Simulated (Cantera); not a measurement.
Charge: 1 mol Si, 0.014 mol O2, 300 mol N2, held at 1352 °C and 0.0510 bar.

These are equilibrium values from Cantera (NASA tables, ideal gas, pure condensed phases), not measurements of a reactor. Candidate condensed phases: Si, SiO2, Si2N2O, Si3N4; 16 gas species. Mutual solubility and eutectic melting of coexisting phases are not modelled. The numbers say what is thermodynamically allowed, not how fast it happens.

Base state: N2 1.000, SiO 5.79e-5 (mole fractions); condensed: Si2N2O(s) + Si3N4(s).

Task: What changes in the equilibrium state with this change: temperature from 1352 °C to 1002 °C?

Result: 
```csv
species,before,after
N2,1.000,1.00
SiO,5.79e-5,<1e-9
"Si2N2O(s), mol",0.0107,0.0280
"Si3N4(s), mol",0.320,0.315
```
N2 is the only nitrogen source here; it is nearly inert below about 1500 K, so the nitride shown seldom forms there in practice.
